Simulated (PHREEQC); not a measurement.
A solution holds 1.1 mol NaCl and 0.53 mol NaHCO3 per kg of water, at 77 °C. Closed to the air; pH follows from the charge balance.

The numbers come from PHREEQC with the Pitzer model, pitzer.dat.

Each row changes one thing in this solution. No solid was allowed to form.

```csv
case,pH,ionic strength (mol/kgw),HCO3- (mol/kgw),CO2 (mol/kgw),CO3-2 (mol/kgw),SI of Halite (NaCl)
as made,7.50,1.64,0.509,0.0104,0.0104,-1.78
NaCl from 1.1 to 1.21 mol/kgw,7.49,1.75,0.509,0.0104,0.0103,-1.71
temperature from 77 to 35 °C,7.56,1.64,0.510,0.00994,0.00994,-1.74
diluted 5-fold with water,7.80,0.328,0.102,0.00211,0.00209,-3.10
```

In brines, pH and single-ion activities rest on the MacInnes convention. At this temperature some constants are extrapolated from 25 °C, and those without enthalpy data are left unchanged.
